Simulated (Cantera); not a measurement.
Mixture: CH4 : H2 : O2 : N2 = 1 : 0.17 : 2.54 : 9.56 (molar parts), equivalence ratio 0.82, at 6000 Torr, adiabatic and at constant pressure. Ignition delay is the time to a rise of 400 K.

Model: GRI-Mech 3.0 (53 species, 325 reactions), integrated in Cantera.

Problem. Predict: delay at 1200 K; delay at 1275 K; delay at 1350 K; delay at 1425 K; delay at 1500 K; delay at 1575 K; delay at 1650 K; apparent activation energy between 1500 and 1650 K.

Solution. 
| Item | Result |
|---|---|
| delay at 1200 K | 1.20 ms |
| delay at 1275 K | 0.631 ms |
| delay at 1350 K | 0.340 ms |
| delay at 1425 K | 0.185 ms |
| delay at 1500 K | 0.103 ms |
| delay at 1575 K | 58.8 µs |
| delay at 1650 K | 34.7 µs |
| apparent activation energy between 1500 and 1650 K | 150 kJ/mol |
